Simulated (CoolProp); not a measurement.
Sulfur hexafluoride along the isobar 4.59 MPa: density (kg/m³) from the reference equation and from simpler models built on Tc = 45.6 °C, pc = 3.755 MPa, ω = 0.210; each cubic takes its own stable root.

The numbers come from the reference Helmholtz-energy equation of state, Guder 2009 in CoolProp.

```json
[
 {"T (°C)": "37.25", "phase": "liquid", "reference": "1286"},
 {"T (°C)": "70.25", "phase": "supercritical", "reference": "411.5"},
 {"T (°C)": "103.25", "phase": "supercritical", "reference": "288.9"},
 {"T (°C)": "136.25", "phase": "supercritical", "reference": "238.6"},
 {"T (°C)": "169.25", "phase": "supercritical", "reference": "207.6"},
 {"T (°C)": "202.25", "phase": "supercritical", "reference": "185.7"},
 {"T (°C)": "235.25", "phase": "supercritical", "reference": "168.9"},
 {"T (°C)": "268.25", "phase": "supercritical", "reference": "155.5"},
 {"T (°C)": "301.25", "phase": "supercritical", "reference": "144.4"}
]
```

### Question
How far does each simpler model (van der Waals, Redlich-Kwong, Soave-Redlich-Kwong, Peng-Robinson) lie from the reference over these 9 states: mean and median of the absolute difference, and the worst?

### Answer
- van der Waals: mean 8.7 %, median 5.7 %, worst -31.4 % at 37.25 °C and 4.59 MPa
- Redlich-Kwong: mean 4.5 %, median 3.3 %, worst -14.3 % at 37.25 °C and 4.59 MPa
- Soave-Redlich-Kwong: mean 2.5 %, median 1.1 %, worst -12.8 % at 37.25 °C and 4.59 MPa
- Peng-Robinson: mean 2.0 %, median 1.9 %, worst +3.7 % at 70.25 °C and 4.59 MPa
